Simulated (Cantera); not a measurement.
A perfectly stirred reactor is fed with H2 : O2 : N2 = 0.36 : 1 : 1.8 (molar parts), equivalence ratio 0.18, at 0.820 bar; it is held at 1300 K, and followed from long to short residence time.

Model: the H2/O2 subset of GRI-Mech 3.0, which has no nitrogen chemistry, integrated in Cantera. The temperature is held fixed by assumption; the heat of reaction is taken as removed at once.

Q: What does this change do: N2 1.8 to 4.9 parts?

A: 
```tsv
quantity	before	after
x(H2) at τ = 0.770 s	4.85e-5	3.36e-5
x(O2) at τ = 0.770 s	0.275	0.135
x(H2O2) at τ = 0.770 s	2.34e-7	1.32e-7
x(HO2) at τ = 0.770 s	2.44e-6	1.55e-6
x(H2O) at τ = 0.770 s	0.121	0.0591
x(H2) at τ = 6.50 ms	0.00106	0.000700
x(O2) at τ = 6.50 ms	0.275	0.135
x(H2O2) at τ = 6.50 ms	1.87e-6	1.03e-6
x(HO2) at τ = 6.50 ms	3.46e-5	1.78e-5
x(H2O) at τ = 6.50 ms	0.119	0.0581
```
